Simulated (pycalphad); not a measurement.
Computed with pycalphad from the COST 507 light-alloy database (1999), at 1 atm. The database dates from 1999; later assessments differ in places, in temperatures and in the compounds included. Diffusion is slow at the low end, where real alloys seldom reach equilibrium.

Question: How does the equilibrium phase assembly of Ti-1.8Hf-9.79B (at.%) change on cooling from 2850 K to 525 K?

Answer: 
```
T (K)           phases above          phases below
------  --------------------  --------------------
1871.6                LIQUID           BM + LIQUID
1814.3           BM + LIQUID           BCC_A2 + BM
1140.5           BCC_A2 + BM  BCC_A2 + BM + HCP_A3
1135.8  BCC_A2 + BM + HCP_A3           BM + HCP_A3
```
Changes were sought between steps of 75 K, so a narrower field can be missed.

Database names, with the compositions (at.%) that they take in these runs: BM: Ti 50 B 50. BCC_A2 is bcc; HCP_A3 is hcp.
